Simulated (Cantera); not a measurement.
## NO annealing gas

An isothermal, constant-pressure homogeneous reactor starts with 74.1 % NO, 25.9 % N2, at 2075 K and 5400 Pa.

Computed with Cantera and GRI-Mech 3.0 (53 species, 325 reactions).

| t (s) | x NO | x O | x O2 | x N2 | x N2O |
|---|---|---|---|---|---|
| 5.00e-6 | 0.741 | 2.91e-7 | 6.24e-11 | 0.259 | 2.91e-7 |
| 1.72e-5 | 0.741 | 1.00e-6 | 7.40e-10 | 0.259 | 9.99e-7 |
| 5.92e-5 | 0.741 | 3.45e-6 | 8.80e-9 | 0.259 | 3.42e-6 |
| 0.000204 | 0.741 | 1.19e-5 | 1.05e-7 | 0.259 | 1.16e-5 |
| 0.000701 | 0.741 | 4.19e-5 | 1.28e-6 | 0.259 | 3.78e-5 |
| 0.00241 | 0.740 | 0.000155 | 1.76e-5 | 0.259 | 0.000109 |
| 0.00830 | 0.739 | 0.000512 | 0.000280 | 0.260 | 0.000208 |
| 0.0285 | 0.735 | 0.000767 | 0.00241 | 0.262 | 0.000217 |
| 0.0982 | 0.718 | 0.000901 | 0.0107 | 0.270 | 0.000200 |
| 0.338 | 0.655 | 0.00126 | 0.0417 | 0.301 | 0.000154 |
| 1.16 | 0.442 | 0.00204 | 0.148 | 0.408 | 5.98e-5 |
| 4.00 | 0.0999 | 0.00286 | 0.318 | 0.579 | 2.73e-6 |
x: mole fraction; the columns are a selection and need not sum to one.

Equilibrium at this temperature and pressure: NO 0.0110, O 0.00304, O2 0.363, N2 0.623, N2O 1.27e-7 (gas phase only).
